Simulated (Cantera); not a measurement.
Low-pressure radical oxidation in H2/O2

An isothermal, constant-pressure homogeneous reactor starts with 28.0 % H₂, 71.9 % O₂, 0.115 % H₂O, equivalence ratio 0.20, at 1050 K and 17.3 Torr.

Cantera simulation using the H2/O2 subset of GRI-Mech 3.0, which has no nitrogen chemistry; the numbers are that mechanism's predictions, not measurements. Radical loss at walls, strong at low pressure, is not modelled. The temperature is held fixed by assumption; the heat of reaction is taken as removed at once.

```tsv
t (s)	x H₂	x O₂	x H₂O₂	x HO₂	x O	x H₂O
7.00e-6	0.280	0.719	<1e-12	8.68e-11	3.79e-12	0.00115
2.08e-5	0.280	0.719	<1e-12	2.59e-10	3.00e-11	0.00115
6.20e-5	0.280	0.719	<1e-12	7.74e-10	2.24e-10	0.00115
0.000185	0.280	0.719	1.91e-12	2.38e-9	2.45e-9	0.00115
0.000549	0.280	0.719	2.76e-11	2.38e-8	3.89e-7	0.00115
0.00164	0.0654	0.623	9.27e-7	2.14e-5	0.0365	0.163
0.00487	0.00534	0.659	1.34e-6	2.95e-5	0.0117	0.308
0.0145	0.000384	0.672	1.03e-6	1.23e-5	0.000718	0.326
0.0431	3.26e-5	0.673	4.08e-7	2.29e-6	6.38e-5	0.327
0.128	3.81e-6	0.673	1.45e-7	4.25e-7	9.75e-6	0.327
0.382	6.63e-7	0.673	5.22e-8	9.94e-8	2.12e-6	0.327
1.14	1.57e-7	0.673	1.91e-8	2.77e-8	5.63e-7	0.327
3.39	4.34e-8	0.673	6.92e-9	8.76e-9	1.65e-7	0.327
10.1	1.31e-8	0.673	2.46e-9	3.49e-9	5.16e-8	0.327
30.0	4.23e-9	0.673	8.75e-10	2.38e-9	1.69e-8	0.327
```
x: mole fraction; the columns are a selection and need not sum to one.

Equilibrium at this temperature and pressure: H₂ 9.58e-10, O₂ 0.673, H₂O₂ 2.11e-10, HO₂ 3.36e-9, O 3.64e-9, H₂O 0.327 (gas phase only).
